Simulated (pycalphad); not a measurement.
Source of the numbers: pycalphad with the COST 507 light-alloy database (1999); pressure 1 atm. The data set is of 1999 and partly superseded. Phase fractions are per mole of atoms.

Problem. Give the equilibrium state of Si-26.58Sn (wt.%) at 1377 °C.

Solution. 
```
T = 1650.00 K, P = 101325 Pa, N = 1 mol of atoms
G = -72545 J/mol, H = 65057 J/mol, S = 83.40 J/(mol K)  (SER reference)
chemical potentials (J/mol): Si -65936, Sn -149705
phase             fraction      x(Si)      x(Sn)
LIQUID              0.6193     0.8726     0.1274
DIAMOND_A4          0.3807     1.0000   1.64e-07
```

Problem. Give the equilibrium state of Si-26.58Sn (wt.%) at 227 °C.

Solution. 
```
T = 500.00 K, P = 101325 Pa, N = 1 mol of atoms
G = -11922 J/mol, H = 4548 J/mol, S = 32.94 J/(mol K)  (SER reference)
chemical potentials (J/mol): Si -10615, Sn -27180
phase             fraction      x(Si)      x(Sn)
DIAMOND_A4          0.9211     1.0000   1.89e-07
BCT_A5              0.0789       none     1.0000
```

DIAMOND_A4 is diamond (Si); BCT_A5 is bct (Sn). An entry "none" or "no" means that the model of the phase leaves that element out.
